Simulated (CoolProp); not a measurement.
Vapour pressure (kPa) of R1224YDZ: the reference equation beside estimates from Tc = 428.7 K, pc = 3334 kPa, ω = 0.325. Clausius-Clapeyron is anchored at 260.7 K with a constant enthalpy of vaporisation of 27.04 kJ/mol.

Values from CoolProp's reference Helmholtz-energy equation of state, Akasaka 2023.

| T (K) | reference | Lee-Kesler | Clausius-Clapeyron | van der Waals | Peng-Robinson |
|---|---|---|---|---|---|
| 245.1 | 13.53 | 13.39 | 13.97 | 218.0 | 14.13 |
| 250.3 | 18.07 | 17.88 | 18.40 | 247.0 | 18.71 |
| 255.5 | 23.79 | 23.55 | 23.97 | 278.6 | 24.46 |
| 260.7 | 30.90 | 30.62 | 30.90 | 312.9 | 31.57 |
| 265.9 | 39.64 | 39.31 | 39.43 | 349.9 | 40.29 |
| 271.2 | 50.49 | 50.13 | 50.08 | 390.6 | 51.08 |
| 276.4 | 63.32 | 62.95 | 62.76 | 433.4 | 63.81 |
| 281.6 | 78.63 | 78.26 | 77.98 | 479.3 | 78.96 |
| 286.8 | 96.71 | 96.37 | 96.15 | 528.4 | 96.85 |

Absolute difference from the reference over all 9 rows, mean and median: Lee-Kesler 0.8 and 0.8 %, Clausius-Clapeyron 1.1 and 0.8 %, van der Waals 862.1 and 782.7 %, Peng-Robinson 1.9 and 1.6 %.
